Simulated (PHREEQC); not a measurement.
Synthetic water in mmol/kgw, 25 °C, pH 7.29:

| constituent | mmol/kgw |
|---|---|
| Na | 84.2 |
| K | 4.52 |
| Ca | 2.08 |
| Mg | 1.04 |
| Cl | 75 |
| S(6) | 9.58 |
| Alkalinity (meq/kgw) | 0.542 |
| B | 0.0724 |

Valence states are taken as typed.

Model: Pitzer model, pitzer.dat, run in PHREEQC.

No solid was allowed to form.

### Question
Estimate the specific conductance, charge-balance error, density.

### Answer
specific conductance 9830 µS/cm; charge-balance error 0.1 %; density 1.001 g/cm³.

### Question
In which forms is B present?

### Answer
B(OH)3 98 %, B(OH)4- 1.5 % of the B.

Species that the database lacks are ignored.
